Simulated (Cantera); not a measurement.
**Si + HF + N2 (silicon etching in halogen gases)**

A closed system holds: 1 mol Si, 4.3 mol HF, 0.18 mol N2, held at 1.00 bar.

Method: chemical equilibrium by Gibbs-energy minimisation in Cantera with the NASA 1993 tables (ideal gas, pure condensed phases). Candidate condensed phases: Si, Si3N4; 37 gas species. The tables' values for SiF3, SiF2 are old estimates; treat these amounts as uncertain. Rates play no part.

```json
[
 {"T (°C)": "500", "x H2": "0.574", "x SiF4": "0.287", "x HF": "0.0862", "x N2": "0.0515", "x SiF3": "4.27e-12", "x SiHF3": "3.28e-8"},
 {"T (°C)": "600", "x H2": "0.575", "x SiF4": "0.287", "x HF": "0.0862", "x N2": "0.0517", "x SiF3": "4.00e-10", "x SiHF3": "3.79e-7"},
 {"T (°C)": "700", "x H2": "0.575", "x SiF4": "0.287", "x HF": "0.0862", "x N2": "0.0517", "x SiF3": "1.46e-8", "x SiHF3": "2.62e-6"},
 {"T (°C)": "800", "x H2": "0.575", "x SiF4": "0.287", "x HF": "0.0862", "x N2": "0.0517", "x SiF3": "2.69e-7", "x SiHF3": "1.26e-5"},
 {"T (°C)": "900", "x H2": "0.575", "x SiF4": "0.287", "x HF": "0.0863", "x N2": "0.0517", "x SiF3": "3.00e-6", "x SiHF3": "4.60e-5"},
 {"T (°C)": "1000", "x H2": "0.575", "x SiF4": "0.287", "x HF": "0.0864", "x N2": "0.0517", "x SiF3": "2.27e-5", "x SiHF3": "0.000137"},
 {"T (°C)": "1100", "x H2": "0.574", "x SiF4": "0.287", "x HF": "0.0867", "x N2": "0.0517", "x SiF3": "0.000127", "x SiHF3": "0.000344"},
 {"T (°C)": "1200", "x H2": "0.574", "x SiF4": "0.286", "x HF": "0.0875", "x N2": "0.0517", "x SiF3": "0.000555", "x SiHF3": "0.000755"},
 {"T (°C)": "1300", "x H2": "0.572", "x SiF4": "0.284", "x HF": "0.0896", "x N2": "0.0517", "x SiF3": "0.00196", "x SiHF3": "0.00146"},
 {"T (°C)": "1400", "x H2": "0.568", "x SiF4": "0.278", "x HF": "0.0942", "x N2": "0.0516", "x SiF3": "0.00566", "x SiHF3": "0.00250"}
]
```
x: gas mole fraction; nothing condenses.

From 500 °C to 1400 °C nothing is condensed. The main Si-bearing gas is SiF4 throughout.
